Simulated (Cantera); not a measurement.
Feed: 1 mol FeS, 0.86 mol H2, held at 1423.15 K.

These are equilibrium values from Cantera (NASA tables, ideal gas, pure condensed phases), not measurements of a reactor. Candidate condensed phases: Fe, FeS, FeS2, S; 8 gas species. Metal and sulfide melt together well below either melting point, which pure phases cannot show. Mutual solubility and eutectic melting of coexisting phases are not modelled. FeS: taken at fixed stoichiometry. Equilibrium is a limit: real reactors are often held back by kinetics, nucleation or transport.

x: gas mole fraction; n: condensed amount in mol.

```json
[
 {"P (Pa)": "10", "x H2": "0.935", "x S2": "0.0499", "x H2S": "0.0112", "x SH": "0.00254", "x H": "0.000644", "n Fe(γ)": "0.103", "n FeS(s)": "0.897"},
 {"P (Pa)": "68", "x H2": "0.980", "x S2": "?", "x H2S": "0.0118", "x SH": "?", "x H": "?", "n Fe(γ)": "?", "n FeS(s)": "0.976"},
 {"P (Pa)": "460", "x H2": "0.987", "x S2": "0.00108", "x H2S": "0.0119", "x SH": "0.000384", "x H": "9.75e-5", "n Fe(γ)": "0.0124", "n FeS(s)": "0.988"},
 {"P (Pa)": "3200", "x H2": "0.988", "x S2": "0.000156", "x H2S": "0.0119", "x SH": "0.000146", "x H": "3.70e-5", "n Fe(γ)": "0.0106", "n FeS(s)": "0.989"},
 {"P (Pa)": "22000", "x H2": "0.988", "x S2": "?", "x H2S": "0.0119", "x SH": "?", "x H": "?", "n Fe(γ)": "0.0103", "n FeS(s)": "0.990"},
 {"P (Pa)": "150000", "x H2": "0.988", "x S2": "3.33e-6", "x H2S": "0.0119", "x SH": "2.13e-5", "x H": "5.40e-6", "n Fe(γ)": "0.0102", "n FeS(s)": "0.990"},
 {"P (Pa)": "1000000", "x H2": "0.988", "x S2": "4.99e-7", "x H2S": "0.0119", "x SH": "8.25e-6", "x H": "2.09e-6", "n Fe(γ)": "0.0102", "n FeS(s)": "0.990"}
]
```

Question: Fill in the missing entries.

Answer: 
- 22000, x S2: 2.27e-5
- 22000, x SH: 5.56e-5
- 22000, x H: 1.41e-5
- 68, x S2: 0.00734
- 68, x SH: 0.000996
- 68, x H: 0.000253
- 68, n Fe(γ): 0.0238
